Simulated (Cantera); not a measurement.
A perfectly stirred reactor is fed with C3H8 : O2 : N2 = 1 : 3.12 : 23.8 (molar parts), at 2.07 atm; it is adiabatic with a 575 K inlet, and is followed from long to short residence time, starting on the burning branch (τ in s: 0.36, 0.083, 0.019, 0.0045, 0.001, 0.00024, 5.6e-05, 1.3e-05, 3e-06).

Cantera simulation using GRI-Mech 3.0 (53 species, 325 reactions); the numbers are that mechanism's predictions, not measurements. GRI-Mech 3.0 was tuned for natural gas; its chemistry of propane as a main component is partial and can be far from experiment.

**Question.** What does this change do: pressure from 2.07 atm to 9.57 atm?

**Answer.** 
```tsv
quantity	before	after
blow-out, bracketed by the residence times tried	burning at 4.50 ms, out at 1.00 ms	burning at 1.00 ms, out at 0.240 ms
x(C3H8) at τ = 0.360 s	4.06e-6	2.29e-6
x(O2) at τ = 0.360 s	0.000667	0.000415
x(CH4) at τ = 0.360 s	0.00384	0.00561
x(CO2) at τ = 0.360 s	0.0359	0.0382
x(HO2) at τ = 0.360 s	1.56e-7	1.41e-7
x(C3H8) at τ = 1.00 ms	0.0358	0.00221
x(O2) at τ = 1.00 ms	0.112	0.0280
x(CH4) at τ = 1.00 ms	<1e-12	0.00559
x(CO2) at τ = 1.00 ms	<1e-12	0.0143
x(HO2) at τ = 1.00 ms	<1e-12	8.40e-5
```

**Question.** What does this change do: inlet temperature 575 to 425 K?

**Answer.** 
```csv
quantity,before,after
"blow-out, bracketed by the residence times tried","burning at 4.50 ms, out at 1.00 ms","burning at 19.0 ms, out at 4.50 ms"
x(C3H8) at τ = 0.360 s,4.06e-6,1.52e-5
x(O2) at τ = 0.360 s,0.000667,0.00128
x(CH4) at τ = 0.360 s,0.00384,0.00475
x(CO2) at τ = 0.360 s,0.0359,0.0366
x(HO2) at τ = 0.360 s,1.56e-7,4.05e-7
x(C3H8) at τ = 1.00 ms,0.0358,0.0358
x(O2) at τ = 1.00 ms,0.112,0.112
x(CH4) at τ = 1.00 ms,<1e-12,<1e-12
x(CO2) at τ = 1.00 ms,<1e-12,<1e-12
x(HO2) at τ = 1.00 ms,<1e-12,<1e-12
```
